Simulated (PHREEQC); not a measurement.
**Brine: an equilibrium model**

Dissolve 0.59 mol/kgw K2CO3, 0.091 mol/kgw H3BO3 and 0.61 mol/kgw NaCl at 31 °C. Closed to the air; pH follows from the charge balance.

Equilibrium calculation in PHREEQC: Pitzer model, pitzer.dat.

Each row changes one thing in this solution. No solid was allowed to form.

| case | pH | ionic strength (mol/kgw) | B(OH)4- (mol/kgw) | B(OH)3 (mol/kgw) | B4O5(OH)4-2 (mol/kgw) | B3O3(OH)4- (mol/kgw) | SI of Halite (NaCl) |
|---|---|---|---|---|---|---|---|
| as made | 10.31 | 2.29 | 0.0856 | 0.00445 | 0.000181 | 8.32e-5 | -2.57 |
| K2CO3 left out | 4.91 | 0.610 | 9.04e-6 | 0.0910 | 7.47e-10 | 5.46e-6 | -2.37 |
| diluted 10-fold with water | 10.55 | 0.228 | 0.00880 | 0.000299 | 3.68e-9 | 4.26e-8 | -4.33 |
| temperature from 31 to 35 °C | 10.29 | 2.29 | 0.0852 | 0.00469 | 0.000201 | 9.19e-5 | -2.58 |
| K2CO3 from 0.59 to 1.18 mol/kgw | 10.69 | 4.06 | 0.0879 | 0.00276 | 6.64e-5 | 2.59e-5 | -2.66 |
| temperature from 31 to 15 °C | 10.45 | 2.29 | 0.0871 | 0.00337 | 0.000102 | 4.84e-5 | -2.55 |

In brines, pH and single-ion activities rest on the MacInnes convention.
